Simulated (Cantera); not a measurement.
Cantera run:

```python
import numpy as np
import cantera as ct

gas_names = """
    B BH BH2 BH3 BN B2 H H2 N NH NH2 NH3 N2 N2H2 N2H4
""".split()
cond_names = """
    B(b) B(L) BN(s)
""".split()


def load(file, names, dense=False):
    # The tables refer to 1 bar. Condensed volumes are neglected.
    table = {s.name: s for s in ct.Species.list_from_file(file)}
    out = []
    for n in names:
        d = dict(table[n].input_data)
        d["thermo"] = dict(d["thermo"], **{"reference-pressure": 1e5})
        if dense:
            d["equation-of-state"] = {"model": "constant-volume", "density": "1e6 g/cm^3"}
        out.append(ct.Species.from_dict(d))
    return out


gas = ct.Solution(thermo="ideal-gas", species=load("nasa_gas.yaml", gas_names))
cond = {s.name: ct.Solution(thermo="fixed-stoichiometry", species=[s], name=s.name)
        for s in load("nasa_condensed.yaml", cond_names, dense=True)}
atoms = {
    'B2H6': {'B': 2, 'H': 6},
    'H2': {'H': 2},
    'N2': {'N': 2},
}
top_T = {'BN(s)': 3200}  # K; cautious upper limits of use, not melting points


def equilibrate(T, P, feed):
    n = {}
    for name, mol in feed.items():
        for a, k in atoms[name].items():
            n[a] = n.get(a, 0.0) + k * mol
    gas.TPX = T, P, n
    mass = sum(n.values()) * gas.mean_molecular_weight
    gas.equilibrate("TP")
    valid = [c for c in cond.values() if c.min_temp <= T <= top_T.get(c.name, c.max_temp)]
    mix = ct.Mixture([(gas, mass / gas.mean_molecular_weight)] + [(c, 0.0) for c in valid])
    mix.T, mix.P = T, P
    mix.equilibrate("TP", solver="vcs", rtol=1e-11, max_steps=5000)
    return mix


results = []
feed = {'B2H6': 1, 'H2': 140, 'N2': 0.18}  # mol
P = 1000  # Pa
for T in [775, 875, 975, 1075, 1175, 1275, 1375, 1475, 1575, 1675, 1775, 1875, 1975, 2075]:
    mix = equilibrate(T, P, feed)
    results.append((T, P, feed, dict(zip(mix.species_names, mix.species_moles))))
    x = sorted(zip(gas.X, gas.species_names), reverse=True)
    print(f"T = {T:g} K  P = {P:g} Pa  gas = {mix.phase_moles(0):.4g} mol")
    print("   x: " + "  ".join(f"{s} {v:.3e}" for v, s in x if v > 1e-06))
    print("   condensed (mol): " + ("  ".join(f"{mix.phase(i).name} {mix.phase_moles(i):.4g}"
          for i in range(1, mix.n_phases) if mix.phase_moles(i) > 1e-12) or "none"))
```

It prints:

```
T = 775 K  P = 1000 Pa  gas = 143 mol
   x: H2 1.000e+00
   condensed (mol): B(b) 1.64  BN(s) 0.36
T = 875 K  P = 1000 Pa  gas = 143 mol
   x: H2 1.000e+00
   condensed (mol): B(b) 1.64  BN(s) 0.36
T = 975 K  P = 1000 Pa  gas = 143 mol
   x: H2 1.000e+00
   condensed (mol): B(b) 1.64  BN(s) 0.36
T = 1075 K  P = 1000 Pa  gas = 143 mol
   x: H2 1.000e+00
   condensed (mol): B(b) 1.64  BN(s) 0.36
T = 1175 K  P = 1000 Pa  gas = 143 mol
   x: H2 1.000e+00  H 1.226e-06
   condensed (mol): B(b) 1.64  BN(s) 0.36
T = 1275 K  P = 1000 Pa  gas = 143 mol
   x: H2 1.000e+00  H 7.371e-06
   condensed (mol): B(b) 1.64  BN(s) 0.36
T = 1375 K  P = 1000 Pa  gas = 143 mol
   x: H2 1.000e+00  H 3.426e-05  BH2 2.406e-06
   condensed (mol): B(b) 1.64  BN(s) 0.36
T = 1475 K  P = 1000 Pa  gas = 143 mol
   x: H2 9.999e-01  H 1.297e-04  BH2 7.599e-06
   condensed (mol): B(b) 1.639  BN(s) 0.3599
T = 1575 K  P = 1000 Pa  gas = 143 mol
   x: H2 9.996e-01  H 4.155e-04  BH2 2.068e-05  N2 3.663e-06
   condensed (mol): B(b) 1.638  BN(s) 0.359
T = 1675 K  P = 1000 Pa  gas = 143.1 mol
   x: H2 9.988e-01  H 1.160e-03  BH2 4.980e-05  N2 3.555e-05  BH3 1.292e-06
   condensed (mol): B(b) 1.643  BN(s) 0.3498
T = 1775 K  P = 1000 Pa  gas = 143.2 mol
   x: H2 9.967e-01  H 2.890e-03  N2 2.664e-04  BH2 1.083e-04  BH3 1.839e-06
   condensed (mol): B(b) 1.701  BN(s) 0.2837
T = 1875 K  P = 1000 Pa  gas = 143.6 mol
   x: H2 9.920e-01  H 6.529e-03  N2 1.253e-03  BH2 2.156e-04  BH3 2.503e-06  B 1.446e-06
   condensed (mol): B(b) 1.968
T = 1975 K  P = 1000 Pa  gas = 144.2 mol
   x: H2 9.848e-01  H 1.358e-02  N2 1.249e-03  BH2 3.985e-04  B 8.745e-06  BH3 3.281e-06  BH 2.182e-06
   condensed (mol): B(b) 1.94
T = 2075 K  P = 1000 Pa  gas = 145.1 mol
   x: H2 9.718e-01  H 2.626e-02  N2 1.241e-03  BH2 6.885e-04  B 4.436e-05  BH 7.680e-06  BH3 4.139e-06
   condensed (mol): B(b) 1.892
```

Method: chemical equilibrium by Gibbs-energy minimisation in Cantera with the NASA 1993 tables (ideal gas, pure condensed phases). The feed counts by its element totals alone. N2 is the only nitrogen source here; it is nearly inert below about 1500 K, so the nitride shown seldom forms there in practice. Mutual solubility and eutectic melting of coexisting phases are not modelled. The tables' values for BH2 are old estimates; treat these amounts as uncertain.
